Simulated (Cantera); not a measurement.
Input: 1 mol Cu₂O, a varied amount of CH₄, 3.8 mol H₂, held at 2573 K and 82.5 Torr.

Equilibrium computed with Cantera from the NASA thermochemical tables; the gas is ideal and each condensed phase is pure. Candidate condensed phases: C, C₆H₆, C₇H₈, C₈H₁₈, Cu, CuO, Cu(OH)₂, Cu₂O, H₂O; 113 gas species. Kinetics and transport are ignored.

Problem. Which condensed phases are stable at each of these points (n(CH₄) (mol)): 0.46, 0.55, 0.65, 0.78, 0.94, 1.1, 1.3, 1.6, 1.9, 2.3, 2.7?

Solution. 
| n(CH₄) (mol) | condensed phases | Cu condensed (%) |
|---|---|---|
| 0.46 | gas only | 0.0 |
| 0.55 | gas only | 0.0 |
| 0.65 | gas only | 0.0 |
| 0.78 | gas only | 0.0 |
| 0.94 | gas only | 0.0 |
| 1.1 | gas only | 0.0 |
| 1.3 | C(graphite) | 0.0 |
| 1.6 | C(graphite) | 0.0 |
| 1.9 | C(graphite) | 0.0 |
| 2.3 | C(graphite) | 0.0 |
| 2.7 | C(graphite) | 0.0 |

From 0.46 mol CH₄ to 1.1 mol CH₄ nothing is condensed. From 1.3 mol CH₄ to 2.7 mol CH₄ the condensed part is C(graphite).
